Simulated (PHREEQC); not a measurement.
Consider water at 25 °C with 0.022 mol KHCO3 per kg of water. Closed to the air; pH follows from the charge balance.

Computed with PHREEQC (ion-association model, phreeqc.dat).

| quantity | before | after |
|---|---|---|
| pH | 8.22 | 8.28 |
| CO2 (mol/kgw) | 0.000254 | 2.43e-5 |
| (CO2)2 (mol/kgw) | 1.19e-9 | 1.08e-11 |

Problem. Name the change that produced these shifts.
A) temperature from 25 to 40 °C
B) 0.0044 mol/kgw NaHCO3 added
C) KHCO3 from 0.022 to 0.0242 mol/kgw
D) KHCO3 from 0.022 to 0.22 mol/kgw
E) KHCO3 from 0.022 to 0.0022 mol/kgw

Solution. E, KHCO3 from 0.022 to 0.0022 mol/kgw

Precipitation was switched off in this run.
